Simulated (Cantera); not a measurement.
Gas-phase reforming

An isothermal, constant-pressure homogeneous reactor starts with 23.3 % CH4, 62.8 % H2O, 14.0 % H2, at 1625 K and 10.0 bar.

Model: GRI-Mech 3.0 (53 species, 325 reactions), integrated in Cantera.

```json
[
 {"t (s)": "0.000700", "x CH4": "0.222", "x H2O": "0.624", "x H2": "0.149", "x CH2": "6.40e-9", "x HO2": "<1e-12", "x CH2O": "9.09e-6"},
 {"t (s)": "0.00146", "x CH4": "0.212", "x H2O": "0.620", "x H2": "0.159", "x CH2": "6.57e-9", "x HO2": "<1e-12", "x CH2O": "8.46e-6"},
 {"t (s)": "0.00303", "x CH4": "0.194", "x H2O": "0.610", "x H2": "0.179", "x CH2": "7.09e-9", "x HO2": "<1e-12", "x CH2O": "7.43e-6"},
 {"t (s)": "0.00631", "x CH4": "0.166", "x H2O": "0.595", "x H2": "0.211", "x CH2": "7.85e-9", "x HO2": "<1e-12", "x CH2O": "6.05e-6"},
 {"t (s)": "0.0131", "x CH4": "0.132", "x H2O": "0.574", "x H2": "0.251", "x CH2": "8.58e-9", "x HO2": "<1e-12", "x CH2O": "4.59e-6"},
 {"t (s)": "0.0273", "x CH4": "0.102", "x H2O": "0.550", "x H2": "0.290", "x CH2": "8.77e-9", "x HO2": "<1e-12", "x CH2O": "3.42e-6"},
 {"t (s)": "0.0569", "x CH4": "0.0898", "x H2O": "0.522", "x H2": "0.321", "x CH2": "7.75e-9", "x HO2": "<1e-12", "x CH2O": "2.66e-6"},
 {"t (s)": "0.118", "x CH4": "0.0871", "x H2O": "0.485", "x H2": "0.351", "x CH2": "5.81e-9", "x HO2": "<1e-12", "x CH2O": "2.05e-6"},
 {"t (s)": "0.246", "x CH4": "0.0814", "x H2O": "0.439", "x H2": "0.391", "x CH2": "3.85e-9", "x HO2": "<1e-12", "x CH2O": "1.47e-6"},
 {"t (s)": "0.512", "x CH4": "0.0693", "x H2O": "0.389", "x H2": "0.438", "x CH2": "2.32e-9", "x HO2": "<1e-12", "x CH2O": "9.91e-7"},
 {"t (s)": "1.07", "x CH4": "0.0518", "x H2O": "0.343", "x H2": "0.486", "x CH2": "1.29e-9", "x HO2": "<1e-12", "x CH2O": "6.72e-7"},
 {"t (s)": "2.22", "x CH4": "0.0326", "x H2O": "0.304", "x H2": "0.528", "x CH2": "6.57e-10", "x HO2": "<1e-12", "x CH2O": "4.89e-7"},
 {"t (s)": "4.62", "x CH4": "0.0158", "x H2O": "0.275", "x H2": "0.561", "x CH2": "2.79e-10", "x HO2": "<1e-12", "x CH2O": "4.00e-7"},
 {"t (s)": "9.61", "x CH4": "0.00484", "x H2O": "0.258", "x H2": "0.582", "x CH2": "7.94e-11", "x HO2": "<1e-12", "x CH2O": "3.64e-7"},
 {"t (s)": "20.0", "x CH4": "0.000559", "x H2O": "0.252", "x H2": "0.589", "x CH2": "8.95e-12", "x HO2": "<1e-12", "x CH2O": "3.53e-7"}
]
```
x: mole fraction; the columns are a selection and need not sum to one.

Equilibrium at this temperature and pressure: CH4 1.23e-5, H2O 0.251, H2 0.590, CH2 <1e-12, HO2 <1e-12, CH2O 3.52e-7 (gas phase only).
